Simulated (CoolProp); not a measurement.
Vapour-liquid equilibrium of CH2F2 (R32) (1) + R143a (2) at 40.9 kPa; x and y are mole fractions of (1).

Values from CoolProp's multi-fluid Helmholtz-energy mixture model, Tillner-Roth 1997 and Lemmon and Jacobsen 2000; pair parameters Bell 2016.

```
x      bubble temperature (K)  y at the bubble point  dew temperature at overall composition x (K)  liquid density (mol/L)
-----  ----------------------  ---------------------  --------------------------------------------  ----------------------
0.05                    207.7                  0.087                                         208.1                   14.76
0.125                   206.8                  0.197                                         207.4                   15.27
0.2                     206.1                  0.288                                         206.8                   15.80
0.275                   205.6                  0.366                                         206.2                   16.37
0.35                    205.1                  0.434                                         205.7                   16.97
0.425                   204.8                  0.496                                         205.2                   17.60
0.5                     204.5                  0.553                                         204.8                   18.28
0.575                   204.4                  0.608                                         204.5                   18.99
0.65                    204.3                  0.662                                         204.3                   19.76
0.725                   204.3                  0.719                                         204.3                   20.59
0.8                     204.3                  0.780                                         204.4                   21.47
0.875                   204.5                  0.850                                         204.6                   22.42
0.95                    204.9                  0.933                                         204.9                   23.44
```

y crosses x between x = 0.65 and 0.725: the model has an azeotrope there.

The pair parameters rest on a limited set of measurements; away from them the model extrapolates.
